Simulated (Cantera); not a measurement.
A closed system holds: 1 mol Si, 0.0017 mol O2, 30 mol H2, equilibrated at 627 °C and 10.5 Torr.

Cantera equilibrium calculation (NASA polynomials, part measured and part estimated; ideal gas, pure solids and liquids). Candidate condensed phases: H2O, Si, SiO2; 18 gas species. The numbers say what is thermodynamically allowed, not how fast it happens.

Base state: H2 1.00 (mole fractions); condensed: Si(s) + SiO2(β-quartz).

What changes in the equilibrium state with this change: temperature from 627 °C to 1727 °C?


```tsv
species	before	after
H2	1.00	0.983
H	<1e-9	0.0136
Si	<1e-9	0.00311
SiH	<1e-9	0.000247
SiO	<1e-9	0.000112
Si(s), mol	0.998	0
SiO2(β-quartz), mol	0.00170	0
Si(l), mol	0	0.889
```
Gases not in the tables: Si2H6 and higher silanes.
